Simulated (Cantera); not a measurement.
Gas mixture: CO₂ : H₂ = 1 : 0.44 (molar parts), at 2670 Pa, frozen composition.

Cantera's kinetic-theory transport with the Lennard-Jones parameters of GRI-Mech 3.0, ideal gas; thermal conductivity in the multicomponent form.

D: mixture-averaged diffusion coefficient of that species in the mixture.

```json
[
 {"T (K)": "400", "ρ (kg/m³)": "0.0250", "cp (J/kg/K)": "1206", "μ (µPa s)": "19.9", "λ (mW/m/K)": "55.5", "Pr": "0.433", "D (cm²/s) NH₃": "14.1", "D (cm²/s) H₂": "41.6", "D (cm²/s) CH₃": "14.6"},
 {"T (K)": "600", "ρ (kg/m³)": "0.0167", "cp (J/kg/K)": "1342", "μ (µPa s)": "27.9", "λ (mW/m/K)": "80.2", "Pr": "0.467", "D (cm²/s) NH₃": "30.5", "D (cm²/s) H₂": "83.0", "D (cm²/s) CH₃": "30.0"},
 {"T (K)": "800", "ρ (kg/m³)": "0.0125", "cp (J/kg/K)": "1436", "μ (µPa s)": "(withheld)", "λ (mW/m/K)": "(withheld)", "Pr": "0.483", "D (cm²/s) NH₃": "(withheld)", "D (cm²/s) H₂": "(withheld)", "D (cm²/s) CH₃": "(withheld)"},
 {"T (K)": "1000", "ρ (kg/m³)": "0.01000", "cp (J/kg/K)": "1506", "μ (µPa s)": "40.9", "λ (mW/m/K)": "126", "Pr": "0.490", "D (cm²/s) NH₃": "77.4", "D (cm²/s) H₂": "195", "D (cm²/s) CH₃": "72.3"},
 {"T (K)": "1200", "ρ (kg/m³)": "0.00833", "cp (J/kg/K)": "1558", "μ (µPa s)": "46.5", "λ (mW/m/K)": "147", "Pr": "0.492", "D (cm²/s) NH₃": "107", "D (cm²/s) H₂": "265", "D (cm²/s) CH₃": "98.4"},
 {"T (K)": "1400", "ρ (kg/m³)": "0.00714", "cp (J/kg/K)": "1600", "μ (µPa s)": "(withheld)", "λ (mW/m/K)": "(withheld)", "Pr": "0.491", "D (cm²/s) NH₃": "(withheld)", "D (cm²/s) H₂": "(withheld)", "D (cm²/s) CH₃": "(withheld)"}
]
```

Problem. Complete the blanks.

Solution. 
- 800, μ (µPa s): 34.8
- 800, λ (mW/m/K): 104
- 800, D (cm²/s) NH₃: 51.9
- 800, D (cm²/s) H₂: 135
- 800, D (cm²/s) CH₃: 49.4
- 1400, μ (µPa s): 51.7
- 1400, λ (mW/m/K): 168
- 1400, D (cm²/s) NH₃: 139
- 1400, D (cm²/s) H₂: 342
- 1400, D (cm²/s) CH₃: 127
